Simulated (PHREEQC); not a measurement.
A solution holds 70 mmol/kgw ZnCl2, 49 mmol/kgw KCl and 2.4 mmol/kgw HCl, at 25 °C. It is in equilibrium with CO2 at log p = -1 (atm). Otherwise closed; pH follows from the charge balance.

Computed with PHREEQC (ion-association model, wateq4f.dat).

This is a speciation only: nothing precipitates in the calculation.

Problem. Estimate the pH.

Solution. pH 2.72.

Problem. In which forms is Zn present?

Solution. Zn+2 86 %, ZnCl+ 13 %, ZnCl2 1.1 % of the Zn.
